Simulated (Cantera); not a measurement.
Input: 1 mol BCl3, 26 mol H2, 1.6 mol N2.

Equilibrium computed with Cantera from the NASA thermochemical tables; the gas is ideal and each condensed phase is pure. Candidate condensed phases: B, BN, NH4Cl; 21 gas species. N2 is the only nitrogen source here; it is nearly inert below about 1500 K, so the nitride shown seldom forms there in practice. The tables' values for BCl2 are old estimates. Rates play no part.

Problem. What condenses at these points (T in °C, P in Pa): (1150, 100000); (1150, 3200); (1150, 10); (1250, 320); (1600, 10)?

Solution. 
| T (°C) | P in Pa | condensed phases | B condensed (%) |
|---|---|---|---|
| 1150 | 100000 | BN | 100.0 |
| 1150 | 3200 | BN | 100.0 |
| 1150 | 10 | BN | 100.0 |
| 1250 | 320 | BN | 100.0 |
| 1600 | 10 | gas only | 0.0 |
